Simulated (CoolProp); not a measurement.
Vapour-liquid equilibrium of C2F6 (R116) (1) + R134a (2) at 202.6 K; x and y are mole fractions of (1).

Values from CoolProp's multi-fluid Helmholtz-energy mixture model, Lemmon 2006 and Tillner-Roth 1994; pair parameters Bell 2016.

```
x     bubble pressure (kPa)  y at the bubble point  dew pressure at overall composition x (kPa)  liquid density (mol/L)
----  ---------------------  ---------------------  -------------------------------------------  ----------------------
0.05                  47.40                  0.842                                        8.069                   14.53
0.15                    [?]                  0.926                                        9.015                   14.14
0.25                    [?]                  0.942                                        10.21                   13.75
0.35                    [?]                  0.947                                        11.77                   13.37
0.45                  129.8                  0.949                                        13.90                   13.01
0.55                  130.0                  0.949                                          [?]                   12.66
0.65                  130.6                  0.950                                        21.75                   12.33
0.75                  132.9                  0.953                                          [?]                   12.02
0.85                  137.6                    [?]                                          [?]                   11.74
0.95                  144.9                  0.982                                        130.9                     [?]
```

**Question.** Some entries are withheld; supply them.

**Answer.** 
- 0.15, bubble pressure (kPa): 96.53
- 0.25, bubble pressure (kPa): 119.2
- 0.35, bubble pressure (kPa): 127.7
- 0.55, dew pressure at overall composition x (kPa): 16.96
- 0.75, dew pressure at overall composition x (kPa): 30.29
- 0.85, y at the bubble point: 0.962
- 0.85, dew pressure at overall composition x (kPa): 49.81
- 0.95, liquid density (mol/L): 11.49

No azeotrope shows between x = 0.05 and 0.95.

The pair parameters rest on a limited set of measurements; away from them the model extrapolates. With so large a gap from Raoult's law the liquid may split in two, which this calculation doesn't test in full.
